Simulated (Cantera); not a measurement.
Input: 1 mol Fe3O4, 1.3 mol CH4, 0.15 mol H2, held at 9.90 bar.

Equilibrium computed with Cantera from the NASA thermochemical tables; the gas is ideal and each condensed phase is pure. Candidate condensed phases: C, C6H6, C7H8, C8H18, Fe, Fe(CO)5, FeO, Fe(OH)2, Fe(OH)3, Fe2O3, Fe3O4, H2O; 114 gas species. Each liquid is taken as pure. Mutual solubility and eutectic melting of coexisting phases are not modelled. The tables' stoichiometric FeO is somewhat more stable than real wüstite, so its field is too wide. FeO: taken at fixed stoichiometry. The numbers say what is thermodynamically allowed, not how fast it happens. All values below are at 2173 K.

Base state: H2 0.458, CO 0.294, H2O 0.220, CO2 0.0271, H 0.00104, Fe 0.000218, Fe(OH)2 0.000176, OH 6.66e-5 (mole fractions); condensed: Fe(l) + FeO(l).

**Question.** What changes in the equilibrium state with this change: Fe3O4 replaced by Cu2O?

**Answer.** 
```tsv
species	before	after
H2	0.458	0.727
CO	0.294	0.266
Cu	0	0.00190
H2O	0.220	0.000120
CO2	0.0271	8.43e-6
Fe	0.000218	0
C2H2 (acetylene)	<1e-9	0.00160
Fe(OH)2	0.000176	0
C2H4	<1e-9	3.20e-5
Cu2	0	1.34e-5
CH4	2.19e-7	0.00146
Fe(l), mol	1.30	0
FeO(l), mol	1.70	0
C(graphite), mol	0	0.282
Cu(l), mol	0	1.99
```
Further candidate phases: Cu, CuO, Cu(OH)2, Cu2O.
